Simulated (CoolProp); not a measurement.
Vapour-liquid equilibrium of R125 (1) + R236EA (2) at 0.55 °C; x and y are mole fractions of (1).

Computed with CoolProp (multi-fluid Helmholtz-energy mixture model, Lemmon 2005 and Rui 2013; pair parameters Bell 2016).

Give the bubble pressure and the first vapour's composition at x = 0.15, 0.35, 0.45. Is there an azeotrope?

x = 0.15: 0.1704 MPa, y = 0.582; x = 0.35: 0.2870 MPa, y = 0.797; x = 0.45: 0.3448 MPa, y = 0.852. No azeotrope shows between x = 0.05 and 0.95.

The pair parameters rest on a limited set of measurements; away from them the model extrapolates.
